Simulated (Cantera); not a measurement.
A perfectly stirred reactor is fed with 12.9 % CH₄, 0.426 % C₂H₆, 18.2 % O₂, 68.4 % N₂, equivalence ratio 1.5, at 750 Torr; it is adiabatic with a 723 K inlet, and is followed from long to short residence time, starting on the burning branch (τ in s: 0.15, 0.045, 0.014, 0.0042, 0.0013, 0.00039, 0.00012, 3.7e-05, 1.1e-05, 3.5e-06).

Computed with Cantera and GRI-Mech 3.0 (53 species, 325 reactions).

Task: Predict: blow-out, bracketed by the residence times tried; x(CH₄) at τ = 0.150 s; x(C₂H₆) at τ = 0.150 s; x(O₂) at τ = 0.150 s; x(CH₂) at τ = 0.150 s; x(NO) at τ = 0.150 s; x(CH₄) at τ = 0.390 ms; x(C₂H₆) at τ = 0.390 ms; x(O₂) at τ = 0.390 ms; x(CH₂) at τ = 0.390 ms; x(NO) at τ = 0.390 ms.

Result: 
- blow-out, bracketed by the residence times tried = burning at 0.390 ms, out at 0.120 ms
- x(CH₄) at τ = 0.150 s = 3.27e-5
- x(C₂H₆) at τ = 0.150 s = 1.47e-8
- x(O₂) at τ = 0.150 s = 4.19e-5
- x(CH₂) at τ = 0.150 s = 5.09e-7
- x(NO) at τ = 0.150 s = 0.000223
- x(CH₄) at τ = 0.390 ms = 0.00161
- x(C₂H₆) at τ = 0.390 ms = 6.28e-6
- x(O₂) at τ = 0.390 ms = 0.00458
- x(CH₂) at τ = 0.390 ms = 5.58e-5
- x(NO) at τ = 0.390 ms = 0.000167
